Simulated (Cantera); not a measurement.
A perfectly stirred reactor is fed with CH4 : CO : O2 : N2 = 1 : 0.86 : 2.79 : 10.5 (molar parts), equivalence ratio 0.87, at 0.592 atm; it is adiabatic with a 350 K inlet, and is followed from long to short residence time, starting on the burning branch (τ in s: 0.16, 0.069, 0.03, 0.013, 0.0058, 0.0025, 0.0011, 0.00049, 0.00021, 9.4e-05, 4.1e-05, 1.8e-05).

Detailed kinetics in Cantera: GRI-Mech 3.0 (53 species, 325 reactions).

Task: What does this change do: CH4 1 to 0.73 parts?

Result: 
| quantity | before | after |
|---|---|---|
| blow-out, bracketed by the residence times tried | burning at 0.210 ms, out at 94.0 µs | burning at 0.490 ms, out at 0.210 ms |
| x(CH4) at τ = 0.160 s | 2.51e-6 | 4.45e-6 |
| x(CO) at τ = 0.160 s | 0.00656 | 0.00143 |
| x(O2) at τ = 0.160 s | 0.0265 | 0.0623 |
| x(O) at τ = 0.160 s | 0.000653 | 0.000383 |
| x(CH3) at τ = 0.160 s | 1.02e-6 | 1.15e-6 |
| x(CH4) at τ = 1.10 ms | 0.000110 | 0.000148 |
| x(CO) at τ = 1.10 ms | 0.0295 | 0.0186 |
| x(O2) at τ = 1.10 ms | 0.0396 | 0.0697 |
| x(O) at τ = 1.10 ms | 0.00536 | 0.00502 |
| x(CH3) at τ = 1.10 ms | 2.49e-5 | 1.94e-5 |
